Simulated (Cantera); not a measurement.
Feed: 1 mol Fe(CO)5, 1.3 mol CO, 0.64 mol H2, equilibrated at 1073 K and 1 atm.

Equilibrium computed with Cantera from the NASA thermochemical tables; the gas is ideal and each condensed phase is pure. Candidate condensed phases: C, C6H6, C7H8, C8H18, Fe, Fe(CO)5, FeO, Fe(OH)2, Fe(OH)3, Fe2O3, Fe3O4, H2O; 114 gas species. Condensed phases not in the tables: cementite and carbon dissolved in iron. Equilibrium is a limit: real reactors are often held back by kinetics, nucleation or transport.

Base state: CO 0.806, CO2 0.0927, H2 0.0912, H2O 0.00969, CH4 0.000388 (mole fractions); condensed: C(graphite) + Fe(α).

What changes in the equilibrium state with this change: temperature from 1073 K to 1473.15 K?


| species | before | after |
|---|---|---|
| CO | 0.806 | 0.907 |
| H2 | 0.0912 | 0.0921 |
| CO2 | 0.0927 | 0.000705 |
| H2O | 0.00969 | 0.000177 |
| CH4 | 0.000388 | 2.52e-5 |
| C(graphite), mol | 0.642 | 0.00593 |
| Fe(α), mol | 1.00 | 0 |
| Fe(γ), mol | 0 | 1.000 |
Iron dissolves carbon and melts from about 1420 K in contact with it, which pure phases cannot show.
